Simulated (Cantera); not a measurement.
Premixed flame

A freely propagating, adiabatic, planar premixed flame of 29.6 % H₂, 14.8 % O₂, 55.6 % N₂, unburnt at 398 K and 2.10 bar; multicomponent+Soret transport, grid criteria slope 0.08 and curve 0.16, no radiation.

Cantera simulation using the H2/O2 subset of GRI-Mech 3.0, which has no nitrogen chemistry; the numbers are that mechanism's predictions, not measurements. The hydrogen kinetics of GRI-Mech 3.0 are dated; newer H2 mechanisms differ, most at raised pressure. Burning velocities carry a grid error of a few per cent, more on coarse grids.

```tsv
z (mm)	T (K)	u (m/s)	x H₂	x O₂	x H₂O	x O	x HO₂	x H
-0.438	398	3.23	0.296	0.148	<1e-8	<1e-8	<1e-8	<1e-8
-0.292	398	3.23	0.296	0.148	1.35e-8	<1e-8	<1e-8	<1e-8
-0.219	398	3.22	0.296	0.148	1.15e-7	<1e-8	<1e-8	<1e-8
-0.146	398	3.22	0.293	0.149	4.92e-6	1.93e-8	4.40e-7	<1e-8
-0.0730	427	3.32	0.262	0.155	0.00131	2.68e-6	0.000173	3.32e-6
-0.0365	732	5.45	0.212	0.149	0.0293	0.000220	0.000554	0.00211
0	1219	8.91	0.140	0.110	0.112	0.00311	0.000209	0.0170
0.0365	1550	11.3	0.0737	0.0599	0.200	0.00758	9.39e-5	0.0319
0.0730	1727	12.5	0.0477	0.0362	0.239	0.00896	4.98e-5	0.0336
0.146	1905	13.7	0.0384	0.0252	0.260	0.00800	2.79e-5	0.0263
0.292	2070	14.8	0.0340	0.0204	0.275	0.00571	1.70e-5	0.0170
0.584	2212	15.6	0.0281	0.0162	0.290	0.00358	9.83e-6	0.00986
1.17	2320	16.3	0.0215	0.0127	0.303	0.00208	5.66e-6	0.00529
```
x: mole fraction of selected species; z is measured from the peak of heat release.

```
Item                         Value
------------------------  --------
laminar burning velocity  323 cm/s
thermal thickness         0.146 mm
peak x(O)                  0.00899
peak x(HO₂)               0.000700
peak x(H)                   0.0341
grid points                    113
```
